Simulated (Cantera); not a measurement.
Charge: 1 mol Si₂H₆, 0.31 mol CO₂, 1.7 mol H₂, held at 44.0 Pa.

Method: chemical equilibrium by Gibbs-energy minimisation in Cantera with the NASA 1993 tables (ideal gas, pure condensed phases). Candidate condensed phases: C, C₆H₆, C₇H₈, C₈H₁₈, H₂O, Si, SiC, SiO₂; 123 gas species. The feed counts by its element totals alone. Mutual solubility and eutectic melting of coexisting phases are not modelled. The tables hold silica as quartz up to 1696 K and as liquid above; real silica turns to tridymite and cristobalite and melts near 1996 K. Kinetics and transport are ignored.

Problem. Which condensed phases are stable at each of these points (T (°C)): 777, 827, 877, 927, 977, 1027, 1077, 1127?

Solution. 
```csv
T (°C),condensed phases,Si condensed (%)
777,Si(s) + SiC(s) + SiO₂(β-quartz),100.0
827,Si(s) + SiC(s) + SiO₂(β-quartz),100.0
877,Si(s) + SiC(s) + SiO₂(β-quartz),99.9
927,Si(s) + SiC(s) + SiO₂(β-quartz),99.7
977,Si(s) + SiC(s) + SiO₂(β-quartz),98.9
1027,Si(s) + SiC(s) + SiO₂(β-quartz),95.9
1077,Si(s) + SiC(s) + SiO₂(β-quartz),86.0
1127,Si(s) + SiC(s),69.6
```

From 777 °C to 1077 °C the condensed part is Si(s) + SiC(s) + SiO₂(β-quartz). At 1127 °C the condensed part is Si(s) + SiC(s).
